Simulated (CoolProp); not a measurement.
Vapour-liquid equilibrium of chloromethane (R40) (1) + isobutene (2) at 0.874 MPa; x and y are mole fractions of (1).

Values from CoolProp's multi-fluid Helmholtz-energy mixture model, Thol 2014 and Lemmon 2005; pair parameters Bell 2016.

| x | bubble temperature (K) | y at the bubble point | dew temperature at overall composition x (K) | liquid density (mol/L) |
|---|---|---|---|---|
| 0.05 | 335.6 | 0.089 | 336.6 | 9.780 |
| 0.15 | 331.7 | 0.242 | 334.1 | 10.33 |
| 0.25 | 328.3 | 0.369 | ___ | 10.91 |
| 0.35 | ___ | 0.479 | 328.8 | 11.54 |
| 0.45 | 323.0 | 0.575 | ___ | ___ |
| 0.55 | 320.8 | 0.663 | ___ | 12.97 |
| 0.65 | 318.8 | 0.744 | ___ | 13.79 |
| 0.75 | 317.1 | ___ | 318.7 | 14.70 |
| 0.85 | 315.4 | ___ | 316.4 | 15.70 |
| 0.95 | 313.9 | 0.965 | 314.2 | 16.83 |

Question: Complete the blanks.

Answer: 
- 0.25, dew temperature at overall composition x (K): 331.4
- 0.35, bubble temperature (K): 325.5
- 0.45, dew temperature at overall composition x (K): 326.2
- 0.45, liquid density (mol/L): 12.23
- 0.55, dew temperature at overall composition x (K): 323.6
- 0.65, dew temperature at overall composition x (K): 321.1
- 0.75, y at the bubble point: 0.821
- 0.85, y at the bubble point: 0.894

No azeotrope shows between x = 0.05 and 0.95.

Pair parameters are fitted to limited data, so mixtures are less certain than the pure fluids.
